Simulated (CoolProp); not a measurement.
Properties of sulfur hexafluoride at several states.

The numbers come from the reference Helmholtz-energy equation of state, Guder 2009 in CoolProp.

```tsv
T (K)	p (bar)	phase	density (kg/m³)	cp (kJ/(kg K))	cv (kJ/(kg K))	expansivity (1/kK)	fugacity coefficient
509.6	0.802	gas	2.768	0.8859	?	1.974	0.9988
523.4	115	supercritical	421.8	1.000	?	?	0.8854
565.5	1.15	gas	3.576	?	0.8594	1.779	0.9990
493	12.6	gas	45.88	?	?	2.238	0.9784
```

Question: Some entries are withheld; supply them.

Answer: 
- 509.6, cv (kJ/(kg K)): 0.8285
- 523.4, cv (kJ/(kg K)): 0.8538
- 523.4, expansivity (1/kK): 3.203
- 565.5, cp (kJ/(kg K)): 0.9169
- 493, cp (kJ/(kg K)): 0.8870
- 493, cv (kJ/(kg K)): 0.8206
